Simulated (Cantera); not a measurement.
**Equilibrium for carbon deposition, reforming and gasification: C2H6 + NH3 + H2**

Charge: 1 mol C2H6, 0.088 mol NH3, a varied amount of H2, at 780000 Pa.

These are equilibrium values from Cantera (NASA tables, ideal gas, pure condensed phases), not measurements of a reactor. Candidate condensed phases: C, C6H6, C7H8, C8H18; 92 gas species. Equilibrium is a limit: real reactors are often held back by kinetics, nucleation or transport.

Stable condensed phases:

```
T in K \ n(H2) in mol
         5.8   8  11  15  21  29  41  56
   2748    A   A   A   A   A   A   B   B
   2673    A   A   A   A   A   A   A   B
   2598    A   A   A   A   A   A   A   B
   2523    A   A   A   A   A   A   A   A
   2448    A   A   A   A   A   A   A   A
   2373    A   A   A   A   A   A   A   A
   2298    A   A   A   A   A   A   A   A
   2223    A   A   A   A   A   A   A   A
   2148    A   A   A   A   A   A   A   A
   2073    A   A   A   A   A   A   A   A
   1998    A   A   A   A   A   A   A   A
   1923    A   A   A   A   A   A   A   A
   1848    A   A   A   A   A   A   A   A
   1773    A   A   A   A   A   A   A   A
```

A: C; B: gas only.
